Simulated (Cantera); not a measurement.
**Abatement and gas-phase synthesis: CO₂ + SO₂ + H₂**

Input: 1 mol CO₂, 0.024 mol SO₂, 0.28 mol H₂, equilibrated at 1952 °C and 5400 Torr.

Equilibrium computed with Cantera from the NASA thermochemical tables; the gas is ideal and each condensed phase is pure. Candidate condensed phases: C, C₆H₆, C₇H₈, C₈H₁₈, H₂O, H₂SO₄, S; 123 gas species. Equilibrium is a limit: real reactors are often held back by kinetics, nucleation or transport.

```
Quantity                                   Result
--------------------------------------  ---------
x(CO₂)                                      0.566
x(H₂O)                                      0.201
x(CO)                                       0.201
x(SO₂)                                     0.0175
x(H₂)                                      0.0133
x(SO)                                    0.000806
x(OH)                                    0.000610
x(H)                                     0.000278
x(O₂)                                     5.64e-5
gas amount                              1.305 mol
log10 activity of S(l) (absent)             -3.87
log10 activity of C(graphite) (absent)      -5.30
```
